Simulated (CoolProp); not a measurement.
Octamethylcyclotetrasiloxane (D4) along the isotherm 346.85 °C: density (kg/m³) from the reference equation and from simpler models built on Tc = 313.4 °C, pc = 1347 kPa, ω = 0.598; each cubic takes its own stable root.

The numbers come from the reference Helmholtz-energy equation of state, Thol 2015 in CoolProp.

| p (kPa) | phase | reference | ideal gas | Redlich-Kwong | Peng-Robinson |
|---|---|---|---|---|---|
| 10.7 | gas | 0.6171 | 0.6157 | 0.6171 | 0.6172 |
| 16.6 | gas | 0.9585 | 0.9552 | 0.9586 | 0.9588 |
| 25.8 | gas | 1.493 | 1.485 | 1.493 | 1.493 |
| 40.2 | gas | 2.333 | 2.313 | 2.333 | 2.335 |
| 62.6 | gas | 3.651 | 3.602 | 3.652 | 3.655 |
| 97.5 | gas | 5.729 | 5.610 | 5.732 | 5.739 |
| 152 | gas | 9.041 | 8.746 | 9.048 | 9.065 |
| 236 | gas | 14.31 | [?] | [?] | 14.37 |
| 368 | gas | 23.05 | 21.17 | 23.10 | 23.19 |
| 573 | gas | 37.93 | 32.97 | 38.06 | 38.26 |
| 892 | gas | [?] | 51.33 | 65.86 | 66.09 |
| 1390 | supercritical | [?] | 79.98 | 131.9 | 128.0 |
| 2160 | supercritical | 338.7 | 124.3 | 344.4 | 311.0 |
| 3370 | supercritical | [?] | 193.9 | 444.9 | [?] |

Problem. What belongs in the gaps?

Solution. 
- 236, ideal gas: 13.58
- 236, Redlich-Kwong: 14.33
- 892, reference: 65.32
- 1390, reference: 126.6
- 3370, reference: 483.4
- 3370, Peng-Robinson: 456.3
